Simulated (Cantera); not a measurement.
An isothermal, constant-pressure homogeneous reactor starts with CH4 : CO2 = 1 : 0.37 (molar parts), at 1900 K and 15000 Torr.

Model: GRI-Mech 3.0 (53 species, 325 reactions), integrated in Cantera. GRI-Mech 3.0 stops at C3 and has no aromatics, soot or wall deposition, so with more carbon than oxygen in the feed, carbon stays in small species such as C2H2 where larger ones or solid carbon would form. The pressure lies above the range GRI-Mech 3.0 was tuned for (to about 10 atm).

One state of this run: x CH4 = 0.108; x CO2 = 0.0510; x HO2 = <1e-12; x H2O2 = 5.76e-12; x H = 0.000110. x: mole fraction; the columns are a selection and need not sum to one.

Which value of t (s) does it belong to?
A) 0.000632
B) 0.0200
C) 0.000200
D) 2.00

A, 0.000632
